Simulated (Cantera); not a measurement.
A closed system holds: 1 mol SiH4, 0.22 mol NH3, at 0.280 bar.

Equilibrium computed with Cantera from the NASA thermochemical tables; the gas is ideal and each condensed phase is pure. Candidate condensed phases: Si, Si3N4; 18 gas species. Mutual solubility and eutectic melting of coexisting phases are not modelled. Equilibrium is a limit: real reactors are often held back by kinetics, nucleation or transport. All values below are at 1173 K.

Base state: H2 1.00 (mole fractions); condensed: Si(s) + Si3N4(s).

Problem. What changes in the equilibrium state with this change: NH3 from 0.22 to 11 mol?

Solution. 
```tsv
species	before	after
H2	1.00	0.793
N2	4.32e-8	0.207
NH3	1.27e-8	1.96e-5
Si(s), mol	0.835	0
Si3N4(s), mol	0.0550	0.333
```
